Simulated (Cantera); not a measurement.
A freely propagating, adiabatic, planar premixed flame of H₂ : O₂ : N₂ = 1 : 0.385 : 1.65 (molar parts), unburnt at 525 K and 0.454 atm; mixture-averaged transport, grid criteria slope 0.08 and curve 0.16, no radiation.

Model: the H2/O2 subset of GRI-Mech 3.0, which has no nitrogen chemistry, integrated in Cantera. Burning velocities carry a grid error of a few per cent, more on coarse grids.

Question: Predict: laminar burning velocity; thermal thickness; peak x(H₂O₂); peak x(OH); peak x(O); peak x(HO₂).

Answer: 
```
Property                     Value
------------------------  --------
laminar burning velocity  568 cm/s
thermal thickness          1.25 mm
peak x(H₂O₂)               1.07e-5
peak x(OH)                  0.0119
peak x(O)                  0.00872
peak x(HO₂)               0.000176
```
